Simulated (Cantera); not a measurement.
Charge: 1 mol SiCl₄, 0.62 mol HCl, 950 mol H₂, equilibrated at 750 Torr.

These are equilibrium values from Cantera (NASA tables, ideal gas, pure condensed phases), not measurements of a reactor. Candidate condensed phases: Si; 19 gas species. The tables' values for SiCl are old estimates; treat these amounts as uncertain. Gases not in the tables: Si₂H₆ and higher silanes. Kinetics and transport are ignored. All values below are at 1925 °C.

Base state: H₂ 0.989, H 0.00554, HCl 0.00471, Si 0.000362, SiH₂ 0.000292, SiH 0.000160, SiCl₂ 4.33e-5, SiCl 2.13e-5 (mole fractions); condensed: Si(l).

Question: What changes in the equilibrium state with this change: SiCl₄ replaced by CH₃SiCl₃?

Answer: 
```
species             before     after
----------------  --------  --------
H₂                   0.989     0.990
H                  0.00554   0.00554
HCl                0.00471   0.00374
Si                0.000362  0.000156
C₂H₂ (acetylene)         0  0.000154
CH₄                      0   6.42e-5
SiCl₂              4.33e-5   1.17e-5
Si(l), mol           0.145         0
SiC(s), mol              0     0.626
```
The feed counts by its element totals alone. Further candidate phases: C, C₆H₆, C₇H₈, C₈H₁₈, SiC.
